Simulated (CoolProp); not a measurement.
R11 along the isobar 5.05 MPa: density (kg/m³) from the reference equation and from simpler models built on Tc = 471.1 K, pc = 4.408 MPa, ω = 0.189; each cubic takes its own stable root.

Model: reference Helmholtz-energy equation of state, Jacobsen 1992, in CoolProp.

```
T (K)          phase  reference  van der Waals  Redlich-Kwong  Peng-Robinson
-----  -------------  ---------  -------------  -------------  -------------
417.2         liquid       1158          763.9           1028           1193
424.7         liquid       1129          746.5          995.2           1154
432.2         liquid       1098          727.8          960.4           1111
439.7         liquid       1063          707.4          922.5           1064
447.3         liquid       1024          684.7          880.2           1011
454.8         liquid      979.4          659.4          833.1          950.7
462.3         liquid      924.9          630.1          777.9          878.9
469.9         liquid      849.7          593.9          708.0          785.2
477.4  supercritical      711.4          546.0          607.4          640.3
484.9  supercritical      429.8          466.8          431.3          423.8
492.5  supercritical      342.6          359.2          343.5          345.7
500    supercritical      302.9          311.5          304.6          307.6
```
